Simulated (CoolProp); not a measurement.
Normal hydrogen along the isobar 5.58 MPa: density (kg/m³) from the reference equation and from simpler models built on Tc = -240.0 °C, pc = 1.296 MPa, ω = -0.219; each cubic takes its own stable root.

Computed with CoolProp (reference Helmholtz-energy equation of state, Leachman 2009).

```json
[
 {"T (°C)": "-241.85", "phase": "liquid", "reference": "66.00", "Redlich-Kwong": "…", "Peng-Robinson": "76.08"},
 {"T (°C)": "-229.35", "phase": "supercritical", "reference": "47.39", "Redlich-Kwong": "…", "Peng-Robinson": "50.90"},
 {"T (°C)": "-216.85", "phase": "supercritical", "reference": "29.74", "Redlich-Kwong": "27.10", "Peng-Robinson": "…"},
 {"T (°C)": "-204.45", "phase": "supercritical", "reference": "21.53", "Redlich-Kwong": "20.32", "Peng-Robinson": "23.39"},
 {"T (°C)": "-191.95", "phase": "supercritical", "reference": "17.17", "Redlich-Kwong": "16.51", "Peng-Robinson": "18.47"},
 {"T (°C)": "-179.45", "phase": "supercritical", "reference": "14.43", "Redlich-Kwong": "14.03", "Peng-Robinson": "15.37"},
 {"T (°C)": "-166.95", "phase": "supercritical", "reference": "12.52", "Redlich-Kwong": "12.26", "Peng-Robinson": "13.23"},
 {"T (°C)": "-154.55", "phase": "supercritical", "reference": "11.10", "Redlich-Kwong": "10.92", "Peng-Robinson": "…"},
 {"T (°C)": "-142.05", "phase": "supercritical", "reference": "9.982", "Redlich-Kwong": "9.855", "Peng-Robinson": "…"},
 {"T (°C)": "-129.55", "phase": "supercritical", "reference": "9.083", "Redlich-Kwong": "8.990", "Peng-Robinson": "…"},
 {"T (°C)": "-117.05", "phase": "supercritical", "reference": "…", "Redlich-Kwong": "8.271", "Peng-Robinson": "8.643"}
]
```

Fill in the missing entries.


- -241.85, Redlich-Kwong: 68.99
- -229.35, Redlich-Kwong: 42.52
- -216.85, Peng-Robinson: 32.40
- -154.55, Peng-Robinson: 11.66
- -142.05, Peng-Robinson: 10.43
- -129.55, Peng-Robinson: 9.448
- -117.05, reference: 8.340
